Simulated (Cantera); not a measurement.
N2O furnace oxynitridation

An isothermal, constant-pressure homogeneous reactor starts with 22.2 % N₂O, 0.195 % H₂, 77.6 % N₂, at 1050 K and 100000 Pa.

Cantera simulation using GRI-Mech 3.0 (53 species, 325 reactions); the numbers are that mechanism's predictions, not measurements. GRI-Mech 3.0 was tuned for natural gas; its chemistry of N2O as a main component is partial and can be far from experiment. The mechanism lacks the step 2 NO + O2 → 2 NO2, which can matter for NO2 below about 1400 K. The temperature is held fixed by assumption; the heat of reaction is taken as removed at once.

| t (s) | x N₂O | x H₂ | x H₂O₂ | x NO | x O | x O₂ |
|---|---|---|---|---|---|---|
| 1.00e-5 | 0.222 | 0.00195 | <1e-12 | 2.55e-10 | 2.16e-8 | 2.26e-9 |
| 3.62e-5 | 0.222 | 0.00195 | <1e-12 | 2.73e-9 | 5.67e-8 | 2.38e-8 |
| 0.000131 | 0.222 | 0.00195 | <1e-12 | 2.08e-8 | 8.78e-8 | 1.72e-7 |
| 0.000473 | 0.222 | 0.00195 | 2.19e-11 | 1.14e-7 | 9.02e-8 | 7.89e-7 |
| 0.00171 | 0.222 | 0.00192 | 9.45e-10 | 6.49e-7 | 9.07e-8 | 3.06e-6 |
| 0.00618 | 0.221 | 0.00168 | 1.23e-8 | 3.30e-6 | 9.79e-8 | 1.23e-5 |
| 0.0224 | 0.221 | 0.000933 | 1.73e-8 | 9.86e-6 | 1.05e-7 | 4.93e-5 |
| 0.0809 | 0.220 | 0.000211 | 6.47e-9 | 2.38e-5 | 1.13e-7 | 0.000185 |
| 0.292 | 0.218 | 1.22e-5 | 1.23e-9 | 6.77e-5 | 1.13e-7 | 0.000676 |
| 1.06 | 0.214 | 4.25e-9 | 1.06e-9 | 0.000240 | 1.09e-7 | 0.00242 |
| 3.82 | 0.200 | 5.70e-10 | 1.23e-9 | 0.000839 | 1.04e-7 | 0.00838 |
| 13.8 | 0.159 | 3.79e-10 | 1.12e-9 | 0.00251 | 8.83e-8 | 0.0259 |
| 50.0 | 0.0790 | 1.75e-10 | 6.91e-10 | 0.00527 | 5.40e-8 | 0.0607 |
x: mole fraction; the columns are a selection and need not sum to one.

Equilibrium at this temperature and pressure: N₂O 3.26e-9, H₂ 2.03e-12, H₂O₂ 2.87e-12, NO 3.90e-5, O 2.12e-10, O₂ 0.0990 (gas phase only).
